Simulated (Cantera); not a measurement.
Input (Python, Cantera) and output of one run.

```python
import numpy as np
import cantera as ct

gas_names = """
    CL CL2 H HCL H2 Si SiCL SiCL2 SiCL3 SiCL4 SiH SiHCL3 SiH2 SiH2CL2 SiH3 SiH3CL SiH4 Si2 Si3
""".split()
cond_names = """
    Si(cr) Si(L)
""".split()


# ... load() reads the species with a 1 bar reference pressure and builds the phases ...
atoms = {
    'SiCl4': {'Si': 1, 'CL': 4},
    'HCl': {'H': 1, 'CL': 1},
    'H2': {'H': 2},
}
top_T = {}  # K; cautious upper limits of use, not melting points


# ... equilibrate(T, P, feed) seeds the gas with the atoms and calls Mixture.equilibrate('TP', solver="vcs", rtol=1e-11, max_steps=5000) ...
results = []
feed = {'SiCl4': 1, 'HCl': 0.89, 'H2': 0.49}  # mol
T = 1073  # K
P = 540000  # Pa
mix = equilibrate(T, P, feed)
results.append((T, P, feed, dict(zip(mix.species_names, mix.species_moles))))
print(gas.report(threshold=1e-05))
for i in range(1, mix.n_phases):
    print(f"{mix.phase(i).name:16s} {mix.phase_moles(i):12.5e} mol")
```

Output:

```
       temperature   1073 K
          pressure   5.4e+05 Pa
           density   5.1706 kg/m^3
  mean mol. weight   85.424 kg/kmol
   phase of matter   gas

                          1 kg             1 kmol
                     ---------------   ---------------
          enthalpy       -3.1144e+06       -2.6604e+08  J
   internal energy       -3.2188e+06       -2.7496e+08  J
           entropy            3594.4        3.0705e+05  J/K
    Gibbs function       -6.9712e+06       -5.9551e+08  J
 heat capacity c_p             735.9             62864  J/K
 heat capacity c_v            638.57             54549  J/K

                      mass frac. Y      mole frac. X     chem. pot. / RT
                     ---------------   ---------------   ---------------
               HCL           0.16081            0.3768           -34.096
                H2         0.0047921           0.20306           -17.592
             SiCL3         0.0001726        0.00010968           -94.609
             SiCL4           0.82985           0.41728           -119.91
            SiHCL3         0.0043685         0.0027552            -103.4
     [  +14 minor]        3.0474e-06        2.5925e-06

Si(cr)            0.00000e+00 mol
```

These are equilibrium values from Cantera (NASA tables, ideal gas, pure condensed phases), not measurements of a reactor. The tables' values for SiCl3 are old estimates; treat these amounts as uncertain.
